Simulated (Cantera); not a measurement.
Cantera with NASA thermochemical tables; ideal gases at 1 bar, condensed phases pure. Values are per mole of reaction as written; species without (g) are pure solids or liquids, kept so even where they would boil at 1 bar.

Q: Between 300 and 1098 K, where is each reaction favourable under standard conditions?
- 2 Na + Cl₂(g) → 2 NaCl(g)
- 0.5 Si + Cl₂(g) → 0.5 SiCl₄(g)
- 2 Na + Cl₂(g) → 2 NaCl

A: 
- 2 Na + Cl₂(g) → 2 NaCl(g): ΔG° is -403 kJ at 300 K and -486 kJ at 1098 K; it stays negative (K > 1). ΔH° is -385 kJ and ΔS° 92 J/K at 1098 K.
- 0.5 Si + Cl₂(g) → 0.5 SiCl₄(g): ΔG° is -311 kJ at 300 K and -259 kJ at 1098 K; it stays negative (K > 1). ΔH° is -330 kJ and ΔS° -64 J/K at 1098 K.
- 2 Na + Cl₂(g) → 2 NaCl: ΔG° is -768 kJ at 300 K and -622 kJ at 1098 K; it stays negative (K > 1). ΔH° is -755 kJ and ΔS° -121 J/K at 1098 K.
